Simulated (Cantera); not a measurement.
What does this Cantera script print?

```python
import numpy as np
import cantera as ct

gas_names = """
    B BH BH2 BH3 BN BO BO2 B2 B2O B2O2 B2O3 B3O3H3 H HBO HBO2 HNO HNO2 HNO3 HO2 H2 H2O H2O2 H3B3O6 N NH
    NH2 NH3 NH2OH NO NO2 NO3 N2 N2H2 N2H4 N2O O OH O2 O3
""".split()
cond_names = """
    B(b) B(L) BN(s) B2O3(L) B3O3H3(cr) H2O(s) H2O(L)
""".split()


# ... load() reads the species with a 1 bar reference pressure and builds the phases ...
atoms = {
    'B2H6': {'B': 2, 'H': 6},
    'O2': {'O': 2},
    'N2': {'N': 2},
}
top_T = {'BN(s)': 3200}  # K; cautious upper limits of use, not melting points


# ... equilibrate(T, P, feed) seeds the gas with the atoms and calls Mixture.equilibrate('TP', solver="vcs", rtol=1e-11, max_steps=5000) ...
results = []
feed = {'B2H6': 1, 'O2': 1.2, 'N2': 1.1}  # mol
P = 1333.22  # Pa
for T in [1873, 1948, 2023, 2098, 2173, 2248, 2323, 2398]:
    mix = equilibrate(T, P, feed)
    results.append((T, P, feed, dict(zip(mix.species_names, mix.species_moles))))

top = {s: max(r[3][s] / sum(r[3][g] for g in gas_names) for r in results) for s in gas_names}
cols = sorted((s for s in top if top[s] > 1e-05), key=lambda s: -top[s])[:5]
seen = [c for c in cond_names if any(r[3].get(c, 0) > 1e-12 for r in results)]
print("log10 of partial pressures in bar; condensed amounts in mol")
print(f"{'T/K':>10s}" + "".join(f"{s[:9]:>10s}" for s in cols + seen))
for T, P, feed, n in results:
    ng = sum(n[g] for g in gas_names)
    print(f"{T:10.4g}" + "".join(f"{np.log10(max(n[s] / ng * P / 1e5, 1e-99)):10.3f}" for s in cols)
          + "".join(f"{n.get(c, 0):10.4g}" for c in seen))
```

Output:

```
log10 of partial pressures in bar; condensed amounts in mol
       T/K        H2        N2        BO       HBO         H
      1873    -2.156    -2.545    -3.762    -2.867    -4.268
      1948    -2.162    -2.548    -3.542    -2.860    -4.028
      2023    -2.169    -2.551    -3.346    -2.861    -3.806
      2098    -2.177    -2.557    -3.174    -2.873    -3.601
      2173    -2.189    -2.564    -3.025    -2.898    -3.411
      2248    -2.203    -2.572    -2.901    -2.936    -3.235
      2323    -2.221    -2.583    -2.801    -2.991    -3.074
      2398    -2.245    -2.595    -2.722    -3.060    -2.925
```

Cantera equilibrium calculation (NASA polynomials, part measured and part estimated; ideal gas, pure solids and liquids). The feed counts by its element totals alone.
